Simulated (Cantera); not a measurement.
An isothermal plug-flow reactor at 1048 K and 5.00 bar (inlet), inlet velocity 0.058 m/s, active area per volume 590 1/m; feed CH4 : O2 : N2 = 0.0047 : 0.17 : 0.79 (molar parts), equivalence ratio 0.055.

Detailed kinetics in Cantera: Deutschmann's 1995 Pt surface mechanism with GRI-Mech 3.0 gas chemistry. Catalytic surfaces can have several steady states; this one follows from the mechanism file's or the stated starting coverage. Mass transfer to the wall is taken as infinitely fast.

Q: What does this change do: temperature 1048 to 875 K?

A: 
```
quantity                  before    after
----------------------  --------  -------
x(CH4) at z = 0.046 m   5.71e-11  0.00265
x(O2) at z = 0.046 m       0.166    0.172
x(H2O) at z = 0.046 m    0.00974  0.00438
x(CO2) at z = 0.046 m    0.00487  0.00216
x(CO) at z = 0.046 m     1.66e-9  8.01e-7
θ(free Pt) at the exit     0.142   0.0356
θ(O*) at the exit          0.855    0.962
θ(OH*) at the exit       0.00295  0.00203
```
